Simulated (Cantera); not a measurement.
# SiF4 + O2 + H2 + O3 (silicon oxide and oxynitride deposition)

Charge: 1 mol SiF4, 0.069 mol O2, 0.13 mol H2, 0.068 mol O3, held at 1.00 bar.

Equilibrium computed with Cantera from the NASA thermochemical tables; the gas is ideal and each condensed phase is pure. Candidate condensed phases: H2O, Si, SiO2; 38 gas species. The tables' values for SiF3 are old estimates; treat these amounts as uncertain. The tables hold silica as quartz up to 1696 K and as liquid above; real silica turns to tridymite and cristobalite and melts near 1996 K. Gases not in the tables: Si(OH)4. Equilibrium is a limit: real reactors are often held back by kinetics, nucleation or transport.

At 775 K the condensed part is SiO2(α-quartz). From 925 K to 1675 K the condensed part is SiO2(β-quartz). From 1825 K to 1975 K the condensed part is SiO2(condensed). The share of Si in condensed phases is highest at 1975 K (6.3 %) and lowest at 775 K (2.1 %).

```csv
T (K),x SiF4,x HF,x O2,x H2O,x OH,x SiF3,n SiO2(α-quartz),n SiO2(β-quartz),n SiO2(condensed)
775,0.779,0.0669,0.0843,0.0700,2.65e-10,<1e-12,0.0210,0,0
925,0.760,0.108,0.0834,0.0484,1.30e-8,<1e-12,0,0.0343,0
1075,0.745,0.141,0.0827,0.0311,1.99e-7,5.19e-12,0,0.0451,0
1225,0.736,0.162,0.0823,0.0198,1.47e-6,6.16e-10,0,0.0522,0
1375,0.730,0.175,0.0820,0.0129,6.79e-6,2.56e-8,0,0.0566,0
1525,0.726,0.183,0.0818,0.00882,2.27e-5,5.07e-7,0,0.0593,0
1675,0.724,0.188,0.0817,0.00630,6.07e-5,5.84e-6,0,0.0609,0
1825,0.723,0.191,0.0816,0.00461,0.000136,4.43e-5,0,0,0.0620
1975,0.721,0.193,0.0815,0.00348,0.000266,0.000245,0,0,0.0626
```
x: gas mole fraction; n: condensed amount in mol.
